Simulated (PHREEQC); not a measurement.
A solution holds 0.01 mol H2SO4 and 0.0044 mol MnSO4 per kg of water, at 80 °C. Closed to the air; pH follows from the charge balance.

The numbers come from PHREEQC with the ion-association model, wateq4f.dat.

This is a speciation only: nothing precipitates in the calculation.

Order these S species by the share of S that they hold, largest first: SO4-2, HSO4-, MnSO4.

HSO4- (63 %), SO4-2 (27 %), MnSO4 (9.8 %)

The pH is 2.02 and the ionic strength 0.0238 mol/kgw. Complexes and solids missing from the database can't appear. Constants without temperature data keep their 25 °C values here.
